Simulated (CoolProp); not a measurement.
Computed with CoolProp (reference Helmholtz-energy equation of state, Lemmon 2006). It is a short technical equation, of lower accuracy than the large ones.

Q: For toluene, give the phase and the Z, cv (kJ/(kg K)), Joule-Thomson coefficient (K/MPa), isothermal compressibility (1/MPa) at 102.65 °C and 844 kPa; 135.25 °C and 844 kPa; 200.35 °C and 844 kPa.

A: 
- 102.65 °C and 844 kPa: liquid; Z 0.0316, cv 1.51, Joule-Thomson coefficient -0.334, isothermal compressibility 0.00167
- 135.25 °C and 844 kPa: liquid; Z 0.0304, cv 1.61, Joule-Thomson coefficient -0.263, isothermal compressibility 0.00227
- 200.35 °C and 844 kPa: liquid; Z 0.0292, cv 1.81, Joule-Thomson coefficient -0.0235, isothermal compressibility 0.00505
